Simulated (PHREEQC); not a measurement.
## Acid mine or pickling water: speciation

A made-up water analysis in mg/kgw, 90 °C, pH 3.59, pe 8.2:

```
constituent  mg/kgw
-----------  ------
Na              106
K              87.4
Ca             1130
Mg             68.8
Cl              800
S(6) as SO4    2380
Fe(3)          10.5
Zn               57
Cu(2)          3.82
```

Valence states are taken as typed.

All values are PHREEQC results (ion-association model, wateq4f.dat), not measurements.

ionic strength: 0.0803 mol/kgw
total alkalinity: -1.19 meq/kg
charge-balance error: 0.0 %

```json
[
 {"species": "Cl-", "molality": "0.0224", "activity": "0.0169", "log γ": "-0.123"},
 {"species": "Ca+2", "molality": "0.0186", "activity": "0.00685", "log γ": "-0.434"},
 {"species": "SO4-2", "molality": "0.0121", "activity": "0.00430", "log γ": "-0.451"},
 {"species": "CaSO4", "molality": "0.00950", "activity": "0.00968", "log γ": "0.008"},
 {"species": "Na+", "molality": "0.00448", "activity": "0.00345", "log γ": "-0.114"},
 {"species": "K+", "molality": "0.00208", "activity": "0.00157", "log γ": "-0.123"},
 {"species": "MgSO4", "molality": "0.00170", "activity": "0.00173", "log γ": "0.008"},
 {"species": "Mg+2", "molality": "0.00113", "activity": "0.000434", "log γ": "-0.417"},
 {"species": "HSO4-", "molality": "0.000768", "activity": "0.000588", "log γ": "-0.116"},
 {"species": "Zn+2", "molality": "0.000471", "activity": "0.000179", "log γ": "-0.420"},
 {"species": "H+", "molality": "0.000315", "activity": "0.000257", "log γ": "-0.089"},
 {"species": "ZnSO4", "molality": "0.000267", "activity": "0.000272", "log γ": "0.008"},
 {"species": "KSO4-", "molality": "0.000154", "activity": "0.000120", "log γ": "-0.109"},
 {"species": "Fe(OH)2+", "molality": "0.000149", "activity": "0.000116", "log γ": "-0.109"},
 {"species": "NaSO4-", "molality": "0.000134", "activity": "0.000104", "log γ": "-0.109"}
]
```

This is a speciation only: nothing precipitates in the calculation. Examples of supersaturated solids here: Jarosite-K, Jarosite-Na. Others may be too. Species that the database lacks are ignored. At this temperature some constants are extrapolated from 25 °C, and those without enthalpy data are left unchanged.
